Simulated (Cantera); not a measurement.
A perfectly stirred reactor is fed with C2H6 : N2 = 1 : 9.3 (molar parts), at 0.132 atm; it is held at 1998 K, and followed from long to short residence time.

Cantera simulation using GRI-Mech 3.0 (53 species, 325 reactions); the numbers are that mechanism's predictions, not measurements. GRI-Mech 3.0 stops at C3 and has no aromatics, soot or wall deposition, so with more carbon than oxygen in the feed, carbon stays in small species such as C2H2 where larger ones or solid carbon would form.

One state of this run: x C2H6 = 2.22e-5; x CH4 = 0.00490; x C2H4 = 0.000133; x C2H2 = 0.0782; x HCN = 0.000464; x CH2 = 1.48e-5. x: mole fraction; the columns are a selection and need not sum to one.

Which value of τ (s) does it belong to?
A) 0.13
B) 0.44
C) 1.4
D) 0.040

D, 0.040
